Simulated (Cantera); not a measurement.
Mixture: 36.3 % H2, 15.1 % O2, 48.3 % N2, 0.294 % NO, at 1000000 Pa, adiabatic and at constant pressure. Ignition delay is the time to a rise of 400 K.

Detailed kinetics in Cantera: GRI-Mech 3.0 (53 species, 325 reactions). The hydrogen kinetics of GRI-Mech 3.0 are dated; newer H2 mechanisms differ, most at raised pressure. The mechanism lacks 2 NO + O2 → 2 NO2 and HONO, so NO2 and the effect of NO are under-described below about 1400 K.

**Question.** Predict: delay at 1025 K; delay at 1100 K; delay at 1175 K; delay at 1250 K; delay at 1325 K; delay at 1400 K; delay at 1475 K; apparent activation energy between 1325 and 1475 K.

**Answer.** 
```json
{
  "delay at 1025 K": "0.102 ms",
  "delay at 1100 K": "39.9 µs",
  "delay at 1175 K": "15.2 µs",
  "delay at 1250 K": "6.45 µs",
  "delay at 1325 K": "3.34 µs",
  "delay at 1400 K": "2.09 µs",
  "delay at 1475 K": "1.47 µs",
  "apparent activation energy between 1325 and 1475 K": "89 kJ/mol"
}
```
